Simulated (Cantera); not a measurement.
What does this Cantera script print?

```python
import numpy as np
import cantera as ct

gas = ct.Solution("h2o2.yaml")
gas.TPX = 1475, 2600000, {'H2': 1, 'O2': 1.19, 'N2': 4.48}
reactor = ct.IdealGasReactor(gas, energy="on", clone=False)
net = ct.ReactorNet([reactor])
net.rtol, net.atol = 1e-08, 1e-16
show = ['H2', 'O2', 'O', 'OH', 'H2O2', 'H2O', 'HO2']
times = np.geomspace(3e-06, 0.2, 15)

steps = ct.SolutionArray(gas, extra=["t"])
rows = []
print(f"{'t/s':>10s}{'T/K':>9s}{'P/Pa':>11s}" + "".join(f"{s:>11s}" for s in show))
for t in times:
    while net.time < t:
        t_next = net.step()
        steps.append(gas.state, t=t_next)
    rows.append([np.interp(t, steps.t, y) for y in (steps.T, steps.P, *steps(*show).X.T)])
    print(f"{t:10.3e}{rows[-1][0]:9.1f}{rows[-1][1]:11.4g}" + "".join(f"{x:11.3e}" for x in rows[-1][2:]))
rate = np.gradient(steps.T, steps.t)
print("integrator steps:", len(steps.t))
if steps.T.max() > steps.T[0] + 200:
    print(f"time of steepest temperature rise: {steps.t[rate.argmax()]:.4e} s")
gas.TPX = 1475, 2600000, {'H2': 1, 'O2': 1.19, 'N2': 4.48}
gas.equilibrate("UV")
print(f"equilibrium (UV): T = {gas.T:.1f} K  " + "  ".join(f"{s} {gas[s].X[0]:.3e}" for s in show))
```

It prints:

```
       t/s      T/K       P/Pa         H2         O2          O         OH       H2O2        H2O        HO2
 3.000e-06   2692.5  4.409e+06  1.009e-03  1.084e-01  1.745e-03  1.038e-02  3.510e-06  1.550e-01  4.445e-05
 6.633e-06   2692.5  4.409e+06  1.009e-03  1.084e-01  1.745e-03  1.038e-02  3.510e-06  1.550e-01  4.445e-05
 1.466e-05   2692.5  4.409e+06  1.009e-03  1.084e-01  1.745e-03  1.038e-02  3.510e-06  1.550e-01  4.445e-05
 3.242e-05   2692.5  4.409e+06  1.009e-03  1.084e-01  1.745e-03  1.038e-02  3.510e-06  1.550e-01  4.445e-05
 7.168e-05   2692.5  4.409e+06  1.009e-03  1.084e-01  1.745e-03  1.038e-02  3.510e-06  1.550e-01  4.445e-05
 1.585e-04   2692.5  4.409e+06  1.009e-03  1.084e-01  1.745e-03  1.038e-02  3.510e-06  1.550e-01  4.445e-05
 3.504e-04   2692.5  4.409e+06  1.009e-03  1.084e-01  1.745e-03  1.038e-02  3.510e-06  1.550e-01  4.445e-05
 7.746e-04   2692.5  4.409e+06  1.009e-03  1.084e-01  1.745e-03  1.038e-02  3.510e-06  1.550e-01  4.445e-05
 1.713e-03   2692.5  4.409e+06  1.009e-03  1.084e-01  1.745e-03  1.038e-02  3.510e-06  1.550e-01  4.445e-05
 3.786e-03   2692.5  4.409e+06  1.009e-03  1.084e-01  1.745e-03  1.038e-02  3.510e-06  1.550e-01  4.445e-05
 8.371e-03   2692.5  4.409e+06  1.009e-03  1.084e-01  1.745e-03  1.038e-02  3.510e-06  1.550e-01  4.445e-05
 1.851e-02   2692.5  4.409e+06  1.009e-03  1.084e-01  1.745e-03  1.038e-02  3.510e-06  1.550e-01  4.445e-05
 4.092e-02   2692.5  4.409e+06  1.009e-03  1.084e-01  1.745e-03  1.038e-02  3.510e-06  1.550e-01  4.445e-05
 9.046e-02   2692.5  4.409e+06  1.009e-03  1.084e-01  1.745e-03  1.038e-02  3.510e-06  1.550e-01  4.445e-05
 2.000e-01   2692.5  4.409e+06  1.009e-03  1.084e-01  1.745e-03  1.038e-02  3.510e-06  1.550e-01  4.445e-05
integrator steps: 876
time of steepest temperature rise: 1.0845e-06 s
equilibrium (UV): T = 2692.5 K  H2 1.009e-03  O2 1.084e-01  O 1.745e-03  OH 1.038e-02  H2O2 3.510e-06  H2O 1.550e-01  HO2 4.445e-05
```

Cantera simulation using the H2/O2 subset of GRI-Mech 3.0, which has no nitrogen chemistry; the numbers are that mechanism's predictions, not measurements. The hydrogen kinetics of GRI-Mech 3.0 are dated; newer H2 mechanisms differ, most at raised pressure. The pressure lies above the range GRI-Mech 3.0 was tuned for (to about 10 atm).
